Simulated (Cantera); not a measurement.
Cantera run, input and output.

```python
import numpy as np
import cantera as ct

gas = ct.Solution("h2o2.yaml")


def delay(T, t_max=10):
    gas.TPX = T, 750000, {'H2': 1, 'O2': 0.617, 'N2': 2.32, 'H2O': 1.1}
    reactor = ct.IdealGasConstPressureReactor(gas, clone=False)
    net = ct.ReactorNet([reactor])
    net.rtol, net.atol = 1e-8, 1e-16
    while net.time < t_max:
        t_old, T_old = net.time, reactor.T
        net.step()
        if reactor.T > T + 400:  # ignition: a rise of 400 K
            return t_old + (T + 400 - T_old) / (reactor.T - T_old) * (net.time - t_old)
    return np.nan


taus = []
for T in [1125, 1200, 1275, 1350, 1425, 1500, 1575]:
    taus.append(delay(T))
    print(f"T0 = {T:6g} K   tau = {taus[-1]:.4e} s")

# d ln(tau) / d ln(k), from doubling and halving each rate constant
T, sens = 1425, []
for i in range(gas.n_reactions):
    gas.set_multiplier(2.0, i)
    up = delay(T)
    gas.set_multiplier(0.5, i)
    down = delay(T)
    gas.set_multiplier(1.0, i)
    sens.append((np.log(up / down) / np.log(4.0), gas.reaction(i).equation))
sens.sort(key=lambda x: -abs(x[0]))
print(f"sensitivities at {T} K")
for s, eq in sens[:10]:
    print(f"{s:8.3f}  {eq}")
```

Result:

```
T0 =   1125 K   tau = 1.3082e-03 s
T0 =   1200 K   tau = 3.5032e-04 s
T0 =   1275 K   tau = 9.3330e-05 s
T0 =   1350 K   tau = 2.2532e-05 s
T0 =   1425 K   tau = 6.9175e-06 s
T0 =   1500 K   tau = 3.6840e-06 s
T0 =   1575 K   tau = 2.4979e-06 s
sensitivities at 1425 K
  -1.503  H + O2 <=> O + OH
   0.945  H + O2 + H2O <=> HO2 + H2O
   0.167  H + O2 + N2 <=> HO2 + N2
  -0.163  H2 + O <=> H + OH
  -0.153  H + HO2 <=> 2 OH
  -0.131  H2 + OH <=> H + H2O
   0.122  H + O2 + M <=> HO2 + M
  -0.060  H + H2O2 <=> H2 + HO2
  -0.036  2 OH (+M) <=> H2O2 (+M)
   0.035  H + O2 + O2 <=> HO2 + O2
```

Model: the H2/O2 subset of GRI-Mech 3.0, which has no nitrogen chemistry, integrated in Cantera. The hydrogen kinetics of GRI-Mech 3.0 are dated; newer H2 mechanisms differ, most at raised pressure.
